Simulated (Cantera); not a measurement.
Charge: 1 mol Si₂Cl₆, 25 mol NH₃, 12 mol H₂, 3.2 mol N₂, held at 1150 K and 1.00 Torr.

Equilibrium computed with Cantera from the NASA thermochemical tables; the gas is ideal and each condensed phase is pure. Candidate condensed phases: NH₄Cl, Si, Si₃N₄; 28 gas species. The feed counts by its element totals alone. Kinetics and transport are ignored.

Base state: H₂ 0.695, N₂ 0.215, HCl 0.0896, SiCl₂ 1.85e-5 (mole fractions); condensed: Si₃N₄(s).

What changes in the equilibrium state with this change: NH₃ from 25 to 0.47 mol?


```
species         before     after
-------------  -------  --------
H₂               0.695     0.552
HCl             0.0896     0.323
N₂               0.215     0.121
SiCl₄          7.37e-6   0.00291
SiCl₃          3.54e-6  0.000344
SiHCl₃         1.16e-6  0.000101
SiCl₂          1.85e-5  0.000446
Si₃N₄(s), mol    0.666     0.644
```
The tables' values for SiCl₃ are old estimates; treat these amounts as uncertain.
